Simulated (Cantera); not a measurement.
An isothermal, constant-pressure homogeneous reactor starts with C₂H₆ : N₂ = 1 : 110 (molar parts), at 1025 K and 0.540 bar. Integrator tolerance rtol = 1e-08.

Computed with Cantera and GRI-Mech 3.0 (53 species, 325 reactions). GRI-Mech 3.0 stops at C3 and has no aromatics, soot or wall deposition, so with more carbon than oxygen in the feed, carbon stays in small species such as C2H2 where larger ones or solid carbon would form.

### Question
What does this change do: temperature 1025 to 1400 K?

### Answer
```tsv
quantity	before	after
x(C₂H₆) at 10.0 s	0.000207 (gas-phase equilibrium 2.83e-6)	1.93e-7 (gas-phase equilibrium 1.70e-9)
x(C₂H₂) at 10.0 s	0.00119 (gas-phase equilibrium 0.000720)	0.00808 (gas-phase equilibrium 0.00118)
x(CH₄) at 10.0 s	0.000425 (gas-phase equilibrium 0.00812)	0.00146 (gas-phase equilibrium 0.000116)
x(C₂H) at 10.0 s	<1e-12 (gas-phase equilibrium <1e-12)	3.80e-10 (gas-phase equilibrium 5.76e-11)
x(C₂H₄) at 10.0 s	0.00731 (gas-phase equilibrium 0.000585)	5.68e-5 (gas-phase equilibrium 9.20e-6)
```

### Question
What does this change do: N2 110 to 560 parts?

### Answer
| quantity | before | after |
|---|---|---|
| x(C₂H₆) at 10.0 s | 0.000207 (gas-phase equilibrium 2.83e-6) | 5.30e-5 (gas-phase equilibrium 6.75e-8) |
| x(C₂H₂) at 10.0 s | 0.00119 (gas-phase equilibrium 0.000720) | 0.000313 (gas-phase equilibrium 8.63e-5) |
| x(CH₄) at 10.0 s | 0.000425 (gas-phase equilibrium 0.00812) | 6.55e-5 (gas-phase equilibrium 0.000837) |
| x(C₂H) at 10.0 s | <1e-12 (gas-phase equilibrium <1e-12) | <1e-12 (gas-phase equilibrium <1e-12) |
| x(C₂H₄) at 10.0 s | 0.00731 (gas-phase equilibrium 0.000585) | 0.00138 (gas-phase equilibrium 3.12e-5) |

### Question
What does this change do: temperature 1025 to 1900 K?

### Answer
```
quantity                                             before                                     after
-----------------  ----------------------------------------  ----------------------------------------
x(C₂H₆) at 10.0 s  0.000207 (gas-phase equilibrium 2.83e-6)   2.45e-12 (gas-phase equilibrium <1e-12)
x(C₂H₂) at 10.0 s  0.00119 (gas-phase equilibrium 0.000720)  0.00877 (gas-phase equilibrium 0.000654)
x(CH₄) at 10.0 s   0.000425 (gas-phase equilibrium 0.00812)   1.42e-6 (gas-phase equilibrium 9.24e-7)
x(C₂H) at 10.0 s      <1e-12 (gas-phase equilibrium <1e-12)   9.37e-7 (gas-phase equilibrium 7.00e-8)
x(C₂H₄) at 10.0 s  0.00731 (gas-phase equilibrium 0.000585)   1.01e-6 (gas-phase equilibrium 7.51e-8)
```
